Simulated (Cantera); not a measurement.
An isothermal, constant-pressure homogeneous reactor starts with C2H6 : N2 = 1 : 2.8 (molar parts), at 1875 K and 9.87e-5 atm. Integrator tolerance rtol = 1e-08.

Model: GRI-Mech 3.0 (53 species, 325 reactions), integrated in Cantera. GRI-Mech 3.0 stops at C3 and has no aromatics, soot or wall deposition, so with more carbon than oxygen in the feed, carbon stays in small species such as C2H2 where larger ones or solid carbon would form. Radical loss at walls, strong at low pressure, is not modelled.

Task: What does this change do: 0.038 parts H2O added?

Result: 
| quantity | before | after |
|---|---|---|
| x(C2H6) at 100 s | 7.09e-11 (gas-phase equilibrium <1e-12) | 1.32e-9 (gas-phase equilibrium <1e-12) |
| x(H) at 100 s | 0.00795 (gas-phase equilibrium 0.0373) | 0.00618 (gas-phase equilibrium 0.0376) |
| x(C2H) at 100 s | 4.77e-5 (gas-phase equilibrium 0.000143) | 3.54e-5 (gas-phase equilibrium 0.000136) |
| x(CH4) at 100 s | 6.78e-5 (gas-phase equilibrium 1.96e-7) | 0.000323 (gas-phase equilibrium 1.97e-7) |
| x(C2H2) at 100 s | 0.172 (gas-phase equilibrium 0.103) | 0.166 (gas-phase equilibrium 0.0992) |
| x(CH3) at 100 s | 3.18e-5 (gas-phase equilibrium 4.59e-7) | 0.000116 (gas-phase equilibrium 4.57e-7) |
| x(CH2) at 100 s | 8.78e-7 (gas-phase equilibrium 6.38e-8) | 2.43e-6 (gas-phase equilibrium 6.31e-8) |
